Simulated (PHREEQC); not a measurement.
1.6 g of hydrous ferric oxide (600 m²/g; 0.2 weak and 0.005 strong sites per Fe, Dzombak-Morel constants, diffuse double layer) in 1 kg of water with 0.01 mol/kgw of an inert sodium salt and 0.00014 mol/kgw NaH2PO4, at 25 °C; the pH is set by adding NaOH or the inert anion's acid. Oxygen is held at 0.21 atm. CO2 from the air is kept out. No solid was allowed to form.

All values are PHREEQC results (ion-association model, wateq4f.dat), not measurements.

```tsv
pH	P sorbed (%)	surface charge σ (C/m²)	surface potential ψ (mV)
4	100.0	0.208	180
4.5	100.0	0.153	165
5.5	100.0	0.071	127
6	100.0	0.045	105
7	100.0	0.015	54
7.5	100.0	0.006	27
8.5	98.5	-0.007	-28
9	89.0	-0.015	-55
10	16.8	-0.042	-101
10.5	3.2	-0.066	-122
11.5	0.1	-0.155	-158
12	0.0	-0.233	-167
```

H3PO4, which wateq4f.dat lacks, is added to it with the constant of phreeqc.dat.
